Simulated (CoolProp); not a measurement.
Model: reference Helmholtz-energy equation of state, de Reuck 1993, in CoolProp.

Problem. For methanol, give the phase and the Z, cp (kJ/(kg K)), viscosity (µPa s) at 563.3 K and 26400 kPa.

Solution. 
- 563.3 K and 26400 kPa: supercritical; Z 0.396, cp 5.78, viscosity 58.2

Viscosity comes from a separate model (Xiang 2006).
